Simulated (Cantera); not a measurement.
What does this Cantera script print?

```python
import numpy as np
import cantera as ct

gas_names = [...]  # 87 gases of nasa_gas.yaml made of C, H, Si
cond_names = """
    C(gr) C6H6(L) C7H8(L) C8H18(L),n-octa Si(cr) Si(L) SiC(b)
""".split()


# ... load() reads the species with a 1 bar reference pressure and builds the phases ...
atoms = {
    'SiC': {'Si': 1, 'C': 1},
    'C': {'C': 1},
    'H2': {'H': 2},
}
top_T = {'C(gr)': 4500, 'SiC(b)': 3050}  # K; cautious upper limits of use, not melting points


# ... equilibrate(T, P, feed) seeds the gas with the atoms and calls Mixture.equilibrate('TP', solver="gibbs", rtol=1e-10, max_steps=50000) ...
results = []
T = 2750  # K
P = 1333.22  # Pa
for m in [0.49, 0.64, 0.84, 1.1, 1.4, 1.9, 2.4, 3.2, 4.1]:
    feed = {'SiC': 1, 'C': 0.0037, 'H2': m}  # mol
    mix = equilibrate(T, P, feed)
    results.append((T, P, feed, dict(zip(mix.species_names, mix.species_moles))))
    x = sorted(zip(gas.X, gas.species_names), reverse=True)
    print(f"T = {T:g} K  P = {P:g} Pa  n(H2) = {m:g} mol  gas = {mix.phase_moles(0):.4g} mol")
    print("   x: " + "  ".join(f"{s} {v:.3e}" for v, s in x if v > 0.001))
    print("   condensed (mol): " + ("  ".join(f"{mix.phase(i).name} {mix.phase_moles(i):.4g}"
          for i in range(1, mix.n_phases) if mix.phase_moles(i) > 1e-12) or "none"))
```

It prints:

```
T = 2750 K  P = 1333.22 Pa  n(H2) = 0.49 mol  gas = 1.621 mol
   x: Si 3.530e-01  H 2.459e-01  SiC2 1.751e-01  H2 1.723e-01  Si2C 4.002e-02  C2H2,acetylene 4.849e-03  SiH 3.161e-03  Si2 2.384e-03  C3 1.265e-03
   condensed (mol): C(gr) 0.3443
T = 2750 K  P = 1333.22 Pa  n(H2) = 0.64 mol  gas = 1.824 mol
   x: Si 3.179e-01  H 2.701e-01  H2 2.078e-01  SiC2 1.577e-01  Si2C 3.246e-02  C2H2,acetylene 5.846e-03  SiH 3.126e-03  Si2 1.933e-03  C3 1.265e-03
   condensed (mol): C(gr) 0.3351
T = 2750 K  P = 1333.22 Pa  n(H2) = 0.84 mol  gas = 2.092 mol
   x: H 2.936e-01  Si 2.811e-01  H2 2.456e-01  SiC2 1.395e-01  Si2C 2.539e-02  C2H2,acetylene 6.912e-03  SiH 3.006e-03  Si2 1.512e-03  C3 1.265e-03
   condensed (mol): C(gr) 0.3233
T = 2750 K  P = 1333.22 Pa  n(H2) = 1.1 mol  gas = 2.436 mol
   x: H 3.155e-01  H2 2.836e-01  Si 2.449e-01  SiC2 1.215e-01  Si2C 1.926e-02  C2H2,acetylene 7.981e-03  SiH 2.813e-03  C3 1.265e-03  Si2 1.147e-03  C2H 1.029e-03
   condensed (mol): C(gr) 0.3084
T = 2750 K  P = 1333.22 Pa  n(H2) = 1.4 mol  gas = 2.83 mol
   x: H 3.335e-01  H2 3.169e-01  Si 2.134e-01  SiC2 1.059e-01  Si2C 1.463e-02  C2H2,acetylene 8.917e-03  SiH 2.592e-03  C3 1.265e-03  C2H 1.088e-03
   condensed (mol): C(gr) 0.2917
T = 2750 K  P = 1333.22 Pa  n(H2) = 1.9 mol  gas = 3.483 mol
   x: H2 3.566e-01  H 3.538e-01  Si 1.760e-01  SiC2 8.734e-02  C2H2,acetylene 1.003e-02  Si2C 9.955e-03  SiH 2.268e-03  C3 1.265e-03  C2H 1.154e-03
   condensed (mol): C(gr) 0.2646
T = 2750 K  P = 1333.22 Pa  n(H2) = 2.4 mol  gas = 4.132 mol
   x: H2 3.845e-01  H 3.673e-01  Si 1.500e-01  SiC2 7.441e-02  C2H2,acetylene 1.082e-02  Si2C 7.225e-03  SiH 2.006e-03  C3 1.265e-03  C2H 1.198e-03
   condensed (mol): C(gr) 0.2382
T = 2750 K  P = 1333.22 Pa  n(H2) = 3.2 mol  gas = 5.167 mol
   x: H2 4.150e-01  H 3.817e-01  Si 1.214e-01  SiC2 6.021e-02  C2H2,acetylene 1.168e-02  Si2C 4.731e-03  SiH 1.687e-03  C3 1.265e-03  C2H 1.245e-03
   condensed (mol): C(gr) 0.1967
T = 2750 K  P = 1333.22 Pa  n(H2) = 4.1 mol  gas = 6.329 mol
   x: H2 4.379e-01  H 3.920e-01  Si 9.997e-02  SiC2 4.960e-02  C2H2,acetylene 1.232e-02  Si2C 3.211e-03  SiH 1.427e-03  C2H 1.279e-03  C3 1.265e-03
   condensed (mol): C(gr) 0.1506
```

Method: chemical equilibrium by Gibbs-energy minimisation in Cantera with the NASA 1993 tables (ideal gas, pure condensed phases). Gases not in the tables: Si2H6 and higher silanes.
